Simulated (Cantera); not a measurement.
A Cantera script and its output.

```python
import numpy as np
import cantera as ct

gas = ct.Solution("gri30.yaml")


def delay(T, t_max=10):
    gas.TPX = T, 1000000, {'CH4': 1, 'H2': 0.35, 'O2': 1.21, 'N2': 4.54}
    reactor = ct.IdealGasReactor(gas, clone=False)
    net = ct.ReactorNet([reactor])
    net.rtol, net.atol = 1e-8, 1e-16
    while net.time < t_max:
        t_old, T_old = net.time, reactor.T
        net.step()
        if reactor.T > T + 400:  # ignition: a rise of 400 K
            return t_old + (T + 400 - T_old) / (reactor.T - T_old) * (net.time - t_old)
    return np.nan


taus = []
for T in [1250, 1300, 1350, 1400, 1450, 1500, 1550, 1600]:
    taus.append(delay(T))
    print(f"T0 = {T:6g} K   tau = {taus[-1]:.4e} s")
```

Result:

```
T0 =   1250 K   tau = 3.5061e-04 s
T0 =   1300 K   tau = 2.4442e-04 s
T0 =   1350 K   tau = 1.7255e-04 s
T0 =   1400 K   tau = 1.2233e-04 s
T0 =   1450 K   tau = 8.6880e-05 s
T0 =   1500 K   tau = 6.1814e-05 s
T0 =   1550 K   tau = 4.4129e-05 s
T0 =   1600 K   tau = 3.1678e-05 s
```

Computed with Cantera and GRI-Mech 3.0 (53 species, 325 reactions).
